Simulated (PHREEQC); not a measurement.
Acid mine or pickling water

A made-up water analysis in mmol/kgw, 83 °C, pH 1.98, pe 10.5:

```tsv
constituent	mmol/kgw
Na	46
K	1.33
Ca	6.06
Mg	1.2
Cl	24.6
S(6)	31.4
Fe(3)	2.77
Cd	0.0639
```

Valence states are taken as typed.

Equilibrium calculation in PHREEQC: ion-association model, wateq4f.dat.

Each row changes one thing in this solution. No solid was allowed to form.

```tsv
case	ionic strength (mol/kgw)	HSO4- (mol/kgw)	SO4-2 (mol/kgw)	Ca+2 (mol/kgw)	FeSO4+ (mol/kgw)	CaSO4 (mol/kgw)	SI of Gypsum (CaSO4:2H2O)	SI of Jarosite-K (KFe3(SO4)2(OH)6)
as made	0.0804	0.0176	0.00826	0.00426	0.00178	0.00146	-0.57	+2.23
S(6) from 31.4 to 15.7 mmol/kgw	0.0693	0.00832	…	…	0.00146	0.000863	-0.80	+2.33
all concentrations times 4 at the same typed pH	0.295	…	…	0.0138	0.00689	…	+0.20	+3.89
```

### Question
Complete the blanks.

### Answer

- S(6) from 31.4 to 15.7 mmol/kgw, SO4-2 (mol/kgw): 0.00377
- S(6) from 31.4 to 15.7 mmol/kgw, Ca+2 (mol/kgw): 0.00500
- all concentrations times 4 at the same typed pH, HSO4- (mol/kgw): 0.0546
- all concentrations times 4 at the same typed pH, SO4-2 (mol/kgw): 0.0372
- all concentrations times 4 at the same typed pH, CaSO4 (mol/kgw): 0.00821

Species that the database lacks are ignored. Some of these states are supersaturated (in Jarosite-K, Jarosite-Na, for instance). Constants without temperature data keep their 25 °C values here.
